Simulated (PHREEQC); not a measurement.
Dissolve 0.08 mol/kgw MgCl2, 0.079 mol/kgw Na2SO4 and 0.24 mol/kgw KCl at 25 °C. Closed to the air; pH follows from the charge balance.

Equilibrium calculation in PHREEQC: Pitzer model, pitzer.dat.

```csv
quantity,before,after
HSO4- (mol/kgw),1.58e-7,9.53e-8
SI of Arcanite (K2SO4),-1.89,-2.13
SI of Sylvite (KCl),-2.32,-2.30
```

**Question.** Which change was made?
A. Na2SO4 from 0.079 to 0.395 mol/kgw
B. diluted 10-fold with water
C. Na2SO4 from 0.079 to 0.0395 mol/kgw
D. Na2SO4 from 0.079 to 0.0711 mol/kgw
E. MgCl2 from 0.08 to 0.072 mol/kgw

**Answer.** C, Na2SO4 from 0.079 to 0.0395 mol/kgw

This is a speciation only: nothing precipitates in the calculation.
